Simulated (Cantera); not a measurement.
Feed: 1 mol Si3N4, 2.3 mol O2, 16 mol HF, at 0.0133 bar.

Method: chemical equilibrium by Gibbs-energy minimisation in Cantera with the NASA 1993 tables (ideal gas, pure condensed phases). Candidate condensed phases: H2O, Si, SiO2, Si2N2O, Si3N4; 58 gas species. The tables' values for SiF3, SiF2, SiO2 are old estimates; treat these amounts as uncertain. The tables hold silica as quartz up to 1696 K and as liquid above; real silica turns to tridymite and cristobalite and melts near 1996 K. The numbers say what is thermodynamically allowed, not how fast it happens.

Q: At 2073 K, list the 5 most abundant gas species with their mole fractions, and the condensed phases.

A: HF 0.749, N2 0.111, H2 0.0438, SiF4 0.0309, SiO 0.0288. Condensed: SiO2(l).
